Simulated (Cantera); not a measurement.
Feed: 1 mol MgO, 1.2 mol Cl2, 0.11 mol H2, at 998.15 K and 1.60 bar.

Cantera equilibrium calculation (NASA polynomials, part measured and part estimated; ideal gas, pure solids and liquids). Candidate condensed phases: H2O, Mg, MgCl2, MgO, Mg(OH)2; 22 gas species. The numbers say what is thermodynamically allowed, not how fast it happens.

Base state: Cl2 0.748, HCl 0.172, O2 0.0747, H2O 0.00468, Cl 0.000258, MgCl2 0.000114 (mole fractions); condensed: MgCl2(l) + MgO(s).

Q: What changes in the equilibrium state with this change: MgO replaced by AlN?

A: 
```
species          before   after
-------------  --------  ------
AlCl3                 0   0.525
N2                    0   0.307
HCl               0.172  0.0696
Cl2               0.748   <1e-9
O2               0.0747       0
H2                <1e-9  0.0529
Al2Cl6                0  0.0450
MgCl2          0.000114       0
H2O             0.00468       0
Cl             0.000258   <1e-9
MgCl2(l), mol     0.187       0
MgO(s), mol       0.813       0
AlN(s), mol           0   0.229
```
Further candidate phases: Al, AlCl3, AlN, NH4Cl.
